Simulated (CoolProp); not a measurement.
Vapour pressure (MPa) of R1336mzz(E): the reference equation beside estimates from Tc = 130.4 °C, pc = 2.779 MPa, ω = 0.413. Clausius-Clapeyron is anchored at -18.35 °C with a constant enthalpy of vaporisation of 27.30 kJ/mol.

Model: reference Helmholtz-energy equation of state, Akasaka 2023, in CoolProp.

```tsv
T (°C)	reference	Clausius-Clapeyron	Redlich-Kwong	Peng-Robinson
-46.75	?	?	0.02711	0.005967
-32.55	0.01385	?	0.05325	0.01446
-18.35	0.03050	0.03050	?	0.03117
-4.15	0.06058	0.06023	0.1586	0.06111
10.05	0.1106	0.1111	0.2483	0.1107
24.25	0.1884	0.1932	0.3698	?
38.45	0.3030	0.3196	0.5285	0.3018
52.65	0.4645	0.5060	0.7293	0.4630
66.85	0.6843	0.7708	0.9772	0.6835
81.15	0.9770	1.138	1.279	?
```

Question: What belongs in the gaps?

Answer: 
- -46.75, reference: 0.005536
- -46.75, Clausius-Clapeyron: 0.006056
- -32.55, Clausius-Clapeyron: 0.01426
- -18.35, Redlich-Kwong: 0.09539
- 24.25, Peng-Robinson: 0.1879
- 81.15, Peng-Robinson: 0.9786

Absolute difference from the reference over all 10 rows, mean and median: Clausius-Clapeyron 5.9 and 4.2 %, Redlich-Kwong 147.5 and 110.4 %, Peng-Robinson 1.7 and 0.4 %.
